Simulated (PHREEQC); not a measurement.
PHREEQC input (ion-association model, wateq4f.dat):

```
SOLUTION_SPECIES
  PO4-3 + 3H+ = H3PO4  # constants of phreeqc.dat
    -log_k 21.721
    -delta_h -10.1 kJ
  2 NO3- + 12 H+ + 10 e- = N2 + 6 H2O  # shut off: nitrate stays nitrate
    -log_k -100
    -delta_h 0
    -analytic -100
SOLUTION 1
  temp 80
  units mol/kgw
  pH 7 charge
  F 0.01654
  Na 0.00054
  P 0.00025
SOLUTION 2
  temp 80
  units mol/kgw
  pH 7 charge
  B 0.074
  F 0.296
  Cu(2) 0.037
  N(5) 4.1e-05
  Cl 0.21
  Na 0.21
END
SELECTED_OUTPUT 1
  -reset false
  -pH true
  -pe true
  -ionic_strength true
  -water true
  -totals B Cl Cu F N Na P Cu(1) Cu(2) N(5)
    N(3) N(0) N(-3)
  -molalities H+ H3BO3 Cl- Cu+2 F- NO3- Na+ PO4-3 HPO4-2 H2PO4-
    H2BO3- NH3 NaHPO4- O2 NH4+ OH- BF(OH)3- BF2(OH)2- BF3OH- BF4-
    HF HF2- CuCl2- CuCl3-2 Cu+ CuCl+ CuCl2 CuCl3- CuCl4-2 CuF+
    CuOH+ Cu(OH)2 Cu(OH)3- Cu(OH)4-2 Cu2(OH)2+2 NO2- H2F2 NaF H3PO4
  -equilibrium_phases Cu(OH)2 Atacamite Cu2(OH)3NO3 Cu3(PO4)2:3H2O Halite CuF2:2H2O
PRINT
  -reset false
MIX 1
  1 1
  2 0
EQUILIBRIUM_PHASES 1
  Cu(OH)2 0 0
  Atacamite 0 0
  Cu2(OH)3NO3 0 0
  Cu3(PO4)2:3H2O 0 0
  Halite 0 0
  CuF2:2H2O 0 0
  O2(g) -0.68 10
END
# ... the last block is repeated for the other 20 points of share of solution B
```

Selected output (columns that matter, 16 of 21 rows; share of solution B added in front):

```
share of solution B	pH	mu	B	Cl	Cu	F	N	Na	P	m_H+	m_H3BO3	m_Cl-	m_Cu+2	m_NO3-
0	2.7745	0.0023157	0	0	0	0.01654	0	0.00054	0.00025	0.0017762	0	0	0	0
0.05	2.7779	0.017844	0.0037	0.0105	0.00185	0.030513	2.05e-06	0.011013	0.0002375	0.0018893	0.00030076	0.010258	0.0015521	2.05e-06
0.15	2.7823	0.047391	0.0111	0.031501	0.0055501	0.05846	6.1501e-06	0.03196	0.0002125	0.0019611	0.0007068	0.030044	0.0039872	6.1501e-06
0.2	2.7842	0.061768	0.0148	0.042001	0.0074002	0.072433	8.2002e-06	0.042433	0.0002	0.0019797	0.00086916	0.039734	0.0050209	8.2002e-06
0.25	2.7862	0.075966	0.0185	0.052501	0.0092502	0.086407	1.025e-05	0.052906	0.0001875	0.0019928	0.0010166	0.049329	0.0059717	1.025e-05
0.35	2.7901	0.10395	0.025901	0.073502	0.01295	0.11435	1.435e-05	0.073853	0.0001625	0.0020082	0.0012816	0.068301	0.007684	1.435e-05
0.4	2.7922	0.11778	0.029601	0.084002	0.0148	0.12833	1.64e-05	0.084326	0.00015	0.0020122	0.0014034	0.077697	0.0084646	1.64e-05
0.45	2.7943	0.13151	0.033301	0.094502	0.01665	0.1423	1.845e-05	0.094799	0.0001375	0.0020144	0.0015199	0.087043	0.0092038	1.845e-05
0.55	2.7987	0.15874	0.040701	0.1155	0.02035	0.17025	2.255e-05	0.11575	0.0001125	0.0020146	0.0017403	0.10561	0.010577	2.255e-05
0.6	2.8009	0.17226	0.044401	0.126	0.0222	0.18422	2.46e-05	0.12622	0.0001	0.002013	0.0018453	0.11483	0.011218	2.46e-05
0.65	2.8031	0.18571	0.048101	0.1365	0.02405	0.19819	2.665e-05	0.13669	8.7501e-05	0.0020106	0.0019474	0.12402	0.011832	2.665e-05
0.75	2.8077	0.21246	0.055501	0.1575	0.02775	0.22614	3.075e-05	0.15764	6.2501e-05	0.0020038	0.0021444	0.14231	0.01299	3.075e-05
0.8	2.81	0.22576	0.059201	0.168	0.0296	0.24011	3.28e-05	0.16811	5e-05	0.0019995	0.0022397	0.15141	0.013538	3.28e-05
0.85	2.8123	0.23901	0.0629	0.1785	0.03145	0.25408	3.485e-05	0.17858	3.75e-05	0.0019948	0.0023331	0.16049	0.014066	3.485e-05
0.95	2.817	0.2654	0.0703	0.1995	0.03515	0.28203	3.895e-05	0.19953	1.25e-05	0.0019842	0.0025151	0.17857	0.015071	3.895e-05
1	2.8193	0.27853	0.074	0.21	0.037	0.296	4.1e-05	0.21	0	0.0019784	0.0026038	0.18758	0.01555	4.1e-05
```

H3PO4, which wateq4f.dat lacks, is added to it with the constant of phreeqc.dat. Away from 25 °C the constants follow the database's enthalpies or fits; those with neither stay at their 25 °C values. Real BF4- forms and hydrolyses slowly; the run takes it at equilibrium. The database has no phosphate complexes of Cu.
